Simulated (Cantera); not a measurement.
Cantera run:

```python
import numpy as np
import cantera as ct

gas_names = [...]  # 92 gases of nasa_gas.yaml made of C, H, N
cond_names = """
    C(gr) C6H6(L) C7H8(L) C8H18(L),n-octa
""".split()


# ... load() reads the species with a 1 bar reference pressure and builds the phases ...
atoms = {
    'C2H2': {'C': 2, 'H': 2},
    'NH3': {'N': 1, 'H': 3},
    'H2': {'H': 2},
}
top_T = {'C(gr)': 4500}  # K; cautious upper limits of use, not melting points


# ... equilibrate(T, P, feed) seeds the gas with the atoms and calls Mixture.equilibrate('TP', solver="vcs", rtol=1e-11, max_steps=5000) ...
results = []
feed = {'C2H2': 1, 'NH3': 0.2, 'H2': 11}  # mol
P = 101325  # Pa
for T in [575, 625, 675, 725, 775, 825, 875, 925, 975, 1025, 1075, 1125]:
    mix = equilibrate(T, P, feed)
    results.append((T, P, feed, dict(zip(mix.species_names, mix.species_moles))))

top = {s: max(r[3][s] / sum(r[3][g] for g in gas_names) for r in results) for s in gas_names}
cols = sorted((s for s in top if top[s] > 0.001), key=lambda s: -top[s])[:9]
seen = [c for c in cond_names if any(r[3].get(c, 0) > 1e-12 for r in results)]
print("log10 of partial pressures in bar; condensed amounts in mol")
print(f"{'T/K':>10s}" + "".join(f"{s[:9]:>10s}" for s in cols + seen))
for T, P, feed, n in results:
    ng = sum(n[g] for g in gas_names)
    print(f"{T:10.4g}" + "".join(f"{np.log10(max(n[s] / ng * P / 1e5, 1e-99)):10.3f}" for s in cols)
          + "".join(f"{n.get(c, 0):10.4g}" for c in seen))
```

It prints:

```
log10 of partial pressures in bar; condensed amounts in mol
       T/K        H2       CH4        N2       NH3     C(gr)
       575    -0.094    -0.709    -2.113    -2.384         0
       625    -0.093    -0.709    -2.054    -2.727         0
       675    -0.093    -0.710    -2.032    -3.038         0
       725    -0.092    -0.710    -2.022    -3.314         0
       775    -0.092    -0.710    -2.017    -3.559         0
       825    -0.092    -0.710    -2.015    -3.777         0
       875    -0.092    -0.710    -2.014    -3.972         0
       925    -0.074    -0.793    -2.025    -4.127    0.2989
       975    -0.045    -0.990    -2.047    -4.252    0.8636
      1025    -0.027    -1.188    -2.062    -4.377     1.254
      1075    -0.016    -1.379    -2.071    -4.497     1.509
      1125    -0.010    -1.560    -2.077    -4.610     1.672
```

These are equilibrium values from Cantera (NASA tables, ideal gas, pure condensed phases), not measurements of a reactor.
